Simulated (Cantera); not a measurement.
A perfectly stirred reactor is fed with H₂ : O₂ = 0.044 : 1 (molar parts), equivalence ratio 0.022, at 1330 Pa; it is held at 1350 K, and followed from long to short residence time.

Computed with Cantera and the H2/O2 subset of GRI-Mech 3.0, which has no nitrogen chemistry. Radical loss at walls, strong at low pressure, is not modelled. The temperature is held fixed by assumption; the heat of reaction is taken as removed at once.

Q: What does this change do: 0.096 parts H2O added?

A: 
```tsv
quantity	before	after
x(H₂) at τ = 15.0 s	2.56e-5	3.30e-5
x(O₂) at τ = 15.0 s	0.956	0.874
x(H₂O₂) at τ = 15.0 s	1.49e-8	2.35e-8
x(O) at τ = 15.0 s	0.000861	0.000381
x(OH) at τ = 15.0 s	0.000798	0.000907
x(H₂) at τ = 0.360 s	0.000245	0.000355
x(O₂) at τ = 0.360 s	0.947	0.869
x(H₂O₂) at τ = 0.360 s	4.08e-8	7.89e-8
x(O) at τ = 0.360 s	0.00875	0.00421
x(OH) at τ = 0.360 s	0.00253	0.00300
```
